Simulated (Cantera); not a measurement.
Charge: 1 mol MgO, 1.2 mol CO, held at 2425 K and 0.00280 bar.

Equilibrium computed with Cantera from the NASA thermochemical tables; the gas is ideal and each condensed phase is pure. The numbers say what is thermodynamically allowed, not how fast it happens.

| species | before | after |
|---|---|---|
| CO | 0.427 | 0.983 |
| Mg | 0.303 | 0.00867 |
| CO2 | 0.185 | 0.00867 |
| O2 | 0.0401 | 9.71e-9 |
| O | 0.0375 | 4.45e-7 |
| MgO | 0.00709 | 4.14e-6 |
| MgO(s), mol | 0.393 | 0.989 |
Gas species are given as mole fractions.

Q: Which change was made?
A) temperature from 2425 K to 873.15 K
B) pressure from 0.00280 bar to 4.80 bar
C) temperature from 2425 K to 1175 K
D) CO from 1.2 to 4.4 mol

A: B, pressure from 0.00280 bar to 4.80 bar
